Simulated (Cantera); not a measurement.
Feed: 1 mol H₂S, 0.1 mol O₂, 0.098 mol H₂, 0.058 mol H₂O, held at 100000 Pa.

These are equilibrium values from Cantera (NASA tables, ideal gas, pure condensed phases), not measurements of a reactor. Candidate condensed phases: H₂O, H₂SO₄, S; 19 gas species. Kinetics and transport are ignored.

Problem. At 1473 K, list the 5 most abundant gas species with their mole fractions, and the condensed phases.

Solution. H₂S 0.406, H₂ 0.246, H₂O 0.186, S₂ 0.158, SH 0.00287. Condensed: gas only.
